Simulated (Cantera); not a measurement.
Mixture: CO : H2 : O2 : N2 = 1 : 0.39 : 1.26 : 4.75 (molar parts), equivalence ratio 0.55, at 10.0 bar, adiabatic and at constant volume. Ignition delay is the time to a rise of 400 K.

Model: GRI-Mech 3.0 (53 species, 325 reactions), integrated in Cantera. The hydrogen kinetics of GRI-Mech 3.0 are dated; newer H2 mechanisms differ, most at raised pressure.

Question: At T0 = 1450 K, what is the delay, and which 6 reactions control it most (d ln τ / d ln k, from doubling and halving each rate constant)?

Answer: The delay is 3.49 µs.
```csv
reaction,d ln τ / d ln k,faster rate
H + O2 <=> O + OH,-0.57,shortens it
H2 + O <=> H + OH,-0.30,shortens it
H + O2 + N2 <=> HO2 + N2,0.14,lengthens it
H2 + OH <=> H + H2O,-0.13,shortens it
CO + OH <=> CO2 + H,-0.09,shortens it
H + O2 + M <=> HO2 + M,0.06,lengthens it
```
